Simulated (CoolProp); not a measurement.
Values from CoolProp's reference Helmholtz-energy equation of state, de Reuck 1993.

### Question
For methanol, give the phase and the conductivity (mW/(m K)), Prandtl number at 382.9 K and 63.5 kPa.

### Answer
- 382.9 K and 63.5 kPa: gas; conductivity 23.6, Prandtl number 0.863

Viscosity comes from a separate model (Xiang 2006). Thermal conductivity comes from a separate model (Sykioti 2013).
